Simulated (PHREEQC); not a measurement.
Solution (25 °C): 0.042 mol/kgw NaHSO4 and 5.1e-05 mol/kgw KCl. Closed to the air; pH follows from the charge balance.

The numbers come from PHREEQC with the ion-association model, phreeqc.dat.

Q: The ionic strength comes out as 0.0841 mol/kgw. What activity coefficients do SO4-2, K+, Na+, Cl-, KSO4- get?

A: SO4-2 0.39, K+ 0.78, Na+ 0.79, Cl- 0.78, KSO4- 0.80.

No solid was allowed to form.
